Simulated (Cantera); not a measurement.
A closed system holds: 1 mol B₂H₆, 0.13 mol H₂O, 33 mol N₂, equilibrated at 27.0 mbar.

Cantera equilibrium calculation (NASA polynomials, part measured and part estimated; ideal gas, pure solids and liquids). Candidate condensed phases: B, BN, B₂O₃, B₃O₃H₃, H₂O; 39 gas species. The feed counts by its element totals alone. N₂ is the only nitrogen source here; it is nearly inert below about 1500 K, so the nitride shown seldom forms there in practice. Mutual solubility and eutectic melting of coexisting phases are not modelled. Equilibrium is a limit: real reactors are often held back by kinetics, nucleation or transport.

Question: Which condensed phases are stable at each of these points (T (°C)): 825, 1025, 1225, 1425, 1625, 1825, 2025?

Answer: 
```csv
T (°C),condensed phases,B condensed (%)
825,BN(s) + B₂O₃(l),100.0
1025,BN(s) + B₂O₃(l),99.5
1225,BN(s),96.3
1425,BN(s),94.8
1625,BN(s),93.7
1825,BN(s),93.5
2025,BN(s),92.9
```

From 825 °C to 1025 °C the condensed part is BN(s) + B₂O₃(l). From 1225 °C to 2025 °C the condensed part is BN(s).
